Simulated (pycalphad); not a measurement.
CALPHAD calculation (pycalphad, COST 507 light-alloy database (1999)), 1 atm. The data set is of 1999 and partly superseded. Amounts are mole fractions of atoms.

Q: Give the equilibrium state of Ti-4.36Hf-0.83B (at.%) at 1227 °C.

A: BCC_A2, fraction 0.987, with 4.4 Hf, 0.17 B at.%; BM, fraction 0.013, with 0.37 Hf, 50.0 B at.%.

Q: Give the equilibrium state of Ti-4.36Hf-0.83B (at.%) at 777 °C.

A: HCP_A3, fraction 0.986, with 4.4 Hf, 0.12 B at.%; BM, fraction 0.014, with 0.29 Hf, 50.0 B at.%.

Database names, with the compositions (at.%) that they take in these runs: BM: Ti 50 B 50. BCC_A2 is bcc; HCP_A3 is hcp.
